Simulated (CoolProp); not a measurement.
Chloromethane (R40) along the isotherm 186.15 °C: density (kg/m³) from the reference equation and from simpler models built on Tc = 145.5 °C, pc = 6.929 MPa, ω = 0.150; each cubic takes its own stable root.

Model: reference Helmholtz-energy equation of state, Thol 2014, in CoolProp.

| p (MPa) | phase | reference |
|---|---|---|
| 1.15 | gas | 15.93 |
| 2.31 | gas | 33.71 |
| 3.46 | gas | 53.47 |
| 4.62 | gas | 76.20 |
| 5.77 | gas | 102.5 |
| 6.93 | supercritical | 134.4 |
| 8.08 | supercritical | 173.9 |
| 9.24 | supercritical | 225.9 |
| 10.4 | supercritical | 293.8 |

Q: How far does each simpler model (Redlich-Kwong, Soave-Redlich-Kwong, Peng-Robinson) lie from the reference over these 9 states: mean and median of the absolute difference, and the worst?

A: 
- Redlich-Kwong: mean 0.7 %, median 0.6 %, worst -1.5 % at 186.15 °C and 10.4 MPa
- Soave-Redlich-Kwong: mean 3.0 %, median 2.1 %, worst -8.6 % at 186.15 °C and 10.4 MPa
- Peng-Robinson: mean 1.0 %, median 0.8 %, worst -2.9 % at 186.15 °C and 10.4 MPa
